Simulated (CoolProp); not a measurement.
The numbers come from the reference Helmholtz-energy equation of state, Gao 2022 in CoolProp.

Problem. For n-perfluorohexane, give the phase and the density (kg/m³), cp (kJ/(kg K)), expansivity (1/kK), fugacity coefficient at 415.6 K and 1.95 MPa; 278.1 K and 0.0863 MPa; 242.1 K and 0.0279 MPa.

Solution. 
- 415.6 K and 1.95 MPa: liquid; density 1250, cp 1.27, expansivity 4.68, fugacity coefficient 0.390
- 278.1 K and 0.0863 MPa: liquid; density 1730, cp 1.02, expansivity 1.62, fugacity coefficient 0.130
- 242.1 K and 0.0279 MPa: liquid; density 1830, cp 0.959, expansivity 1.50, fugacity coefficient 0.0427
